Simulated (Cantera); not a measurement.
Charge: 1 mol Si₃N₄, 1.7 mol N₂, 0.21 mol C, held at 2250 K.

Equilibrium computed with Cantera from the NASA thermochemical tables; the gas is ideal and each condensed phase is pure. Candidate condensed phases: C, Si, SiC, Si₃N₄; 20 gas species. Mutual solubility and eutectic melting of coexisting phases are not modelled. The tables' values for SiN are old estimates; treat these amounts as uncertain. Kinetics and transport are ignored.

log p: log10 of the partial pressure in bar; n: condensed amount in mol.

```csv
P (Pa),log p N₂,log p Si,log p Si₂C,log p SiC₂,log p Si₂,log p Si₂N,n Si(l),n SiC(s),n Si₃N₄(s)
1,-5.26,-5.37,-8.03,-6.85,-9.26,-10.92,0,0,0
7.20,…,…,…,…,…,…,0,0,0
52,-3.53,-3.68,-4.91,-5.66,-5.89,-6.69,0,0,0
370,-2.52,-3.23,-4.39,-5.97,-4.98,-5.27,1.97,0.157,0
2700,…,-3.23,-4.39,-5.97,-4.98,…,2.69,0.204,0
19000,-0.72,-3.23,-4.39,-5.97,-4.98,-4.38,2.77,0.209,0
140000,0.15,-3.23,-4.39,-5.97,-4.98,-3.94,2.79,0.210,0
1000000,1.00,-3.58,-4.74,-5.62,-5.68,-4.21,0,0.210,0.930
```

**Question.** What belongs in the gaps?

**Answer.** 
- 2700, log p N₂: -1.58
- 2700, log p Si₂N: -4.81
- 7.20, log p N₂: -4.40
- 7.20, log p Si: -4.51
- 7.20, log p Si₂C: -6.35
- 7.20, log p SiC₂: -6.05
- 7.20, log p Si₂: -7.56
- 7.20, log p Si₂N: -8.79
